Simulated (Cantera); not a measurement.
A closed system holds: 1 mol Al, 2.1 mol N₂, 780 mol H₂, equilibrated at 1948 K and 1.80 mbar.

Cantera equilibrium calculation (NASA polynomials, part measured and part estimated; ideal gas, pure solids and liquids). Candidate condensed phases: Al, AlN; 13 gas species. Kinetics and transport are ignored.

Base state: H₂ 0.970, H 0.0262, N₂ 0.00265, Al 0.00124, AlH 1.63e-5 (mole fractions); condensed: gas only.

### Question
What changes in the equilibrium state with this change: pressure from 1.80 mbar to 0.340 bar?

### Answer
| species | before | after |
|---|---|---|
| H₂ | 0.970 | 0.995 |
| N₂ | 0.00265 | 0.00249 |
| H | 0.0262 | 0.00193 |
| Al | 0.00124 | 0.000753 |
| AlH | 1.63e-5 | 0.000138 |
| AlN(s), mol | 0 | 0.302 |
